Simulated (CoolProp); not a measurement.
The numbers come from the reference Helmholtz-energy equation of state, Akasaka 2024 in CoolProp.

**Question.** For R1132(E), give the phase and the cp (kJ/(kg K)), speed of sound (m/s), fugacity coefficient at -2.65 °C and 0.71 MPa; -2.65 °C and 6.5 MPa.

**Answer.** 
- -2.65 °C and 0.71 MPa: gas; cp 1.07, speed of sound 184, fugacity coefficient 0.888
- -2.65 °C and 6.5 MPa: liquid; cp 1.68, speed of sound 705, fugacity coefficient 0.120
